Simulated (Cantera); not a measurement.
Charge: 1 mol C₆H₆, 0.92 mol NH₃, 0.2 mol N₂, 0.34 mol CO₂, held at 3023.15 K and 0.100 bar.

These are equilibrium values from Cantera (NASA tables, ideal gas, pure condensed phases), not measurements of a reactor. Candidate condensed phases: C, C₆H₆, C₇H₈, C₈H₁₈, H₂O; 136 gas species. Equilibrium is a limit: real reactors are often held back by kinetics, nucleation or transport.

Task: What is the equilibrium state?

Result: x(H₂): 0.406
x(H): 0.342
x(CO): 0.0975
x(N₂): 0.0718
x(HCN): 0.0355
x(C₂H₂ (acetylene)): 0.0270
x(HNC): 0.00683
x(C₂H): 0.00403
x(C₃): 0.00399
n(C(graphite)): 4.79 mol
gas amount: 6.971 mol
